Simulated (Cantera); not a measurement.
An isothermal, constant-pressure homogeneous reactor starts with 50.6 % H2, 31.6 % O2, 17.7 % N2, equivalence ratio 0.80, at 1175 K and 383 Torr.

Computed with Cantera and GRI-Mech 3.0 (53 species, 325 reactions). The temperature is held fixed by assumption; the heat of reaction is taken as removed at once.

x: mole fraction; the columns are a selection and need not sum to one.

```json
[
 {"t (s)": "2.00e-5", "x H2": "0.506", "x O2": "0.316", "x H2O": "9.48e-6", "x O": "1.13e-6", "x NO": "<1e-12", "x H": "7.48e-6", "x H2O2": "4.15e-9"},
 {"t (s)": "7.96e-5", "x H2": "…", "x O2": "…", "x H2O": "…", "x O": "…", "x NO": "2.19e-6", "x H": "…", "x H2O2": "…"},
 {"t (s)": "0.000317", "x H2": "…", "x O2": "0.0862", "x H2O": "0.673", "x O": "…", "x NO": "2.33e-6", "x H": "…", "x H2O2": "…"},
 {"t (s)": "0.00126", "x H2": "0.000883", "x O2": "0.0851", "x H2O": "0.677", "x O": "6.80e-6", "x NO": "2.15e-6", "x H": "4.35e-6", "x H2O2": "2.03e-6"},
 {"t (s)": "0.00502", "x H2": "0.000221", "x O2": "0.0848", "x H2O": "0.678", "x O": "6.14e-7", "x NO": "1.84e-6", "x H": "3.37e-7", "x H2O2": "2.62e-7"},
 {"t (s)": "0.0200", "x H2": "2.48e-5", "x O2": "0.0848", "x H2O": "0.678", "x O": "7.03e-8", "x NO": "1.80e-6", "x H": "2.00e-8", "x H2O2": "2.74e-8"},
 {"t (s)": "0.0796", "x H2": "1.64e-7", "x O2": "0.0847", "x H2O": "0.678", "x O": "2.00e-8", "x NO": "2.26e-6", "x H": "1.60e-10", "x H2O2": "8.63e-9"},
 {"t (s)": "0.317", "x H2": "2.79e-8", "x O2": "0.0847", "x H2O": "0.678", "x O": "9.01e-9", "x NO": "2.36e-6", "x H": "3.73e-11", "x H2O2": "3.98e-9"},
 {"t (s)": "1.26", "x H2": "2.46e-8", "x O2": "0.0847", "x H2O": "0.678", "x O": "6.06e-9", "x NO": "2.35e-6", "x H": "2.73e-11", "x H2O2": "2.72e-9"},
 {"t (s)": "5.02", "x H2": "2.45e-8", "x O2": "0.0847", "x H2O": "0.678", "x O": "5.99e-9", "x NO": "2.35e-6", "x H": "2.71e-11", "x H2O2": "2.69e-9"},
 {"t (s)": "20.0", "x H2": "2.45e-8", "x O2": "0.0847", "x H2O": "0.678", "x O": "5.99e-9", "x NO": "2.35e-6", "x H": "2.71e-11", "x H2O2": "2.69e-9"}
]
```

**Question.** Fill in the missing entries.

**Answer.** 
- 7.96e-5, x H2: 0.0427
- 7.96e-5, x O2: 0.103
- 7.96e-5, x H2O: 0.595
- 7.96e-5, x O: 0.00510
- 7.96e-5, x H: 0.0202
- 7.96e-5, x H2O2: 2.98e-5
- 0.000317, x H2: 0.00367
- 0.000317, x O: 0.000106
- 0.000317, x H: 9.50e-5
- 0.000317, x H2O2: 8.85e-6
